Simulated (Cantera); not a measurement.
Standard-state values (1 bar) from the NASA 1993 polynomials, evaluated with Cantera. Values are per mole of reaction as written; species without (g) are pure solids or liquids, kept so even where they would boil at 1 bar.

MgO ⇌ O(g) + Mg(g)

```csv
T (K),ΔH° (kJ),ΔS° (J/K),ΔG° (kJ),log10 K
1623,___,___,___,___
1723,___,___,___,___
1823,___,___,___,___
1923,983.1,270.8,462.4,-12.56
2023,___,___,___,___
```

Q: Complete the blanks.

A: 
- 1623, ΔH° (kJ): 987.1
- 1623, ΔS° (J/K): 273.0
- 1623, ΔG° (kJ): 544.0
- 1623, log10 K: -17.51
- 1723, ΔH° (kJ): 985.8
- 1723, ΔS° (J/K): 272.2
- 1723, ΔG° (kJ): 516.7
- 1723, log10 K: -15.66
- 1823, ΔH° (kJ): 984.5
- 1823, ΔS° (J/K): 271.5
- 1823, ΔG° (kJ): 489.5
- 1823, log10 K: -14.03
- 2023, ΔH° (kJ): 981.7
- 2023, ΔS° (J/K): 270.1
- 2023, ΔG° (kJ): 435.4
- 2023, log10 K: -11.24
